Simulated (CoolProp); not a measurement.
Vapour-liquid equilibrium of R113 (1) + n-heptane (2) at 452.1 K; x and y are mole fractions of (1).

Values from CoolProp's multi-fluid Helmholtz-energy mixture model, Marx 1992 and Span 2003; pair parameters Bell 2016.

```csv
x,"bubble pressure, mixture model (MPa)","bubble pressure, Raoult's law (MPa)","y, mixture model","y, Raoult's law"
0.05,0.7398,0.7374,0.118,0.135
0.15,___,0.8695,___,0.344
0.25,1.013,1.002,0.442,0.497
0.35,1.146,1.134,0.551,0.615
0.45,1.277,1.266,0.640,0.708
0.55,1.407,1.398,0.716,0.784
0.65,1.535,1.530,0.784,0.846
0.75,1.663,1.663,0.847,0.899
0.85,___,1.795,___,0.944
0.95,___,1.927,___,0.983
```

**Question.** What belongs in the gaps?

**Answer.** 
- 0.15, bubble pressure, mixture model (MPa): 0.8768
- 0.15, y, mixture model: 0.303
- 0.85, bubble pressure, mixture model (MPa): 1.793
- 0.85, y, mixture model: 0.908
- 0.95, bubble pressure, mixture model (MPa): 1.926
- 0.95, y, mixture model: 0.969

The largest gap from Raoult's law is +1.1 % in bubble pressure, at x = 0.25. No azeotrope shows between x = 0.05 and 0.95.

Pair parameters are fitted to limited data, so mixtures are less certain than the pure fluids.
